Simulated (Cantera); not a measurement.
A closed system holds: 1 mol CH3F, 0.015 mol Si, held at 1073 K and 2.90e-5 bar.

Method: chemical equilibrium by Gibbs-energy minimisation in Cantera with the NASA 1993 tables (ideal gas, pure condensed phases). Candidate condensed phases: C, C6H6, C7H8, C8H18, Si, SiC; 113 gas species. Rates play no part.

Base state: H2 0.519, HF 0.474, SiF4 0.00756 (mole fractions); condensed: C(graphite).

Problem. What changes in the equilibrium state with this change: temperature from 1073 K to 2825 K?

Solution. 
```json
[
 {"species": "H", "before": "1.87e-6", "after": "0.621"},
 {"species": "F", "before": "<1e-9", "after": "0.152"},
 {"species": "C", "before": "<1e-9", "after": "0.0884"},
 {"species": "H2", "before": "0.519", "after": "0.00141"},
 {"species": "HF", "before": "0.474", "after": "0.0779"},
 {"species": "C3", "before": "<1e-9", "after": "0.0385"},
 {"species": "C2", "before": "<1e-9", "after": "0.0127"},
 {"species": "Si", "before": "<1e-9", "after": "0.00294"},
 {"species": "CF", "before": "<1e-9", "after": "0.00354"},
 {"species": "SiF4", "before": "0.00756", "after": "8.29e-9"},
 {"species": "SiF", "before": "<1e-9", "after": "0.000296"},
 {"species": "C2H", "before": "<1e-9", "after": "0.000261"},
 {"species": "SiC2", "before": "<1e-9", "after": "0.000152"},
 {"species": "C(graphite), mol", "before": "1.000", "after": "0"}
]
```
The tables' values for SiF, SiF2 are old estimates; treat these amounts as uncertain.
